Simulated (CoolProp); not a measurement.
Model: reference Helmholtz-energy equation of state, Lemmon 2013, in CoolProp.

Question: For propylene, give the phase and the density (kg/m³), Joule-Thomson coefficient (K/MPa), viscosity (µPa s), Prandtl number at 322.1 K and 57.6 bar; 486.7 K and 57.6 bar.

Answer: 
- 322.1 K and 57.6 bar: liquid; density 480, Joule-Thomson coefficient 0.198, viscosity 82.8, Prandtl number 2.20
- 486.7 K and 57.6 bar: supercritical; density 71.8, Joule-Thomson coefficient 4.59, viscosity 17.1, Prandtl number 0.875

Viscosity comes from a separate model (Huber 2003), an estimate that may be off by 10 % or more. Thermal conductivity comes from a separate model (Huber 2003), an estimate that may be off by 10 % or more.
